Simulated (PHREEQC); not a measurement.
Solution (30 °C): 1.15 mmol/kgw NaH2PO4 and 0.04 mmol/kgw H4SiO4. Closed to the air; pH follows from the charge balance.

All values are PHREEQC results (ion-association model, wateq4f.dat), not measurements.

Precipitation was switched off in this run.

Predict the pH.

pH 5.08.

H3PO4, which wateq4f.dat lacks, is added to it with the constant of phreeqc.dat.
